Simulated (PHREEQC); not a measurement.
PHREEQC input (ion-association model, phreeqc.dat):

```
SOLUTION 1
  temp 10
  units mol/kgw
  pH 7 charge
  S(6) 0.029
  Na 0.029062
SOLUTION 2
  temp 10
  units mol/kgw
  pH 7 charge
  P 0.091
  K 0.091
  Na 4e-05
END
SELECTED_OUTPUT 1
  -reset false
  -pH true
  -pe true
  -ionic_strength true
  -water true
  -totals K Na P S S(-2) S(6)
  -molalities H+ Na+ K+ SO4-2 PO4-3 OH- O2 HSO4- S-2 HS-
    H2S HPO4-2 H2PO4- H3PO4 NaOH NaSO4- NaHPO4- KSO4- KHPO4-
PRINT
  -reset false
MIX 1
  1 1
  2 0
EQUILIBRIUM_PHASES 1
  O2(g) -0.68 10
END
# ... the last block is repeated for the other 10 points of share of solution B
```

Selected output (columns that matter, 11 of 11 rows; share of solution B added in front):

```
share of solution B	pH	mu	K	Na	P	S	m_H+	m_Na+	m_K+	m_SO4-2	m_OH-	m_HSO4-	m_H2PO4-	m_H3PO4
0	1.8073	0.063999	0	0.029062	0	0.029	0.018408	0.028091	0	0.017499	2.3606e-13	0.01053	0	0
0.1	1.9396	0.064902	0.0091	0.02616	0.0091	0.0261	0.013581	0.025301	0.0087566	0.017263	3.2054e-13	0.0076346	0.0042751	0.0048249
0.2	2.0834	0.066415	0.0182	0.023258	0.0182	0.0232	0.0097652	0.022528	0.017544	0.016577	4.4711e-13	0.005238	0.010061	0.0081393
0.3	2.234	0.068464	0.0273	0.020355	0.0273	0.0203	0.006914	0.019767	0.026393	0.01539	6.3402e-13	0.0034142	0.017383	0.0099168
0.4	2.3884	0.070944	0.0364	0.017453	0.0364	0.0174	0.0048534	0.017005	0.035327	0.013758	9.0747e-13	0.0021212	0.026026	0.010373
0.5	2.5472	0.073759	0.0455	0.014551	0.0455	0.0145	0.0033729	0.014233	0.044359	0.011792	1.3126e-12	0.0012497	0.035671	0.0098278
0.6	2.7155	0.076839	0.0546	0.011649	0.0546	0.0116	0.002294	0.011443	0.053494	0.0096046	1.9406e-12	0.00068431	0.046022	0.0085757
0.7	2.9041	0.080137	0.0637	0.0087466	0.0637	0.0087	0.001489	0.0086307	0.06273	0.0072818	3.0068e-12	0.00033271	0.056858	0.006837
0.8	3.1371	0.083622	0.0728	0.0058444	0.0728	0.0058	0.00087257	0.0057929	0.072063	0.0048829	5.161e-12	0.00012914	0.068024	0.004765
0.9	3.488	0.087281	0.0819	0.0029422	0.0819	0.0029	0.0003897	0.0029293	0.081487	0.0024471	1.1624e-11	2.8544e-05	0.079401	0.0024691
1	4.5	0.091384	0.091	4e-05	0.091	0	3.7993e-05	3.999e-05	0.090978	0	1.2e-10	0	0.090378	0.0002722
```

Away from 25 °C the constants follow the database's enthalpies or fits; those with neither stay at their 25 °C values.
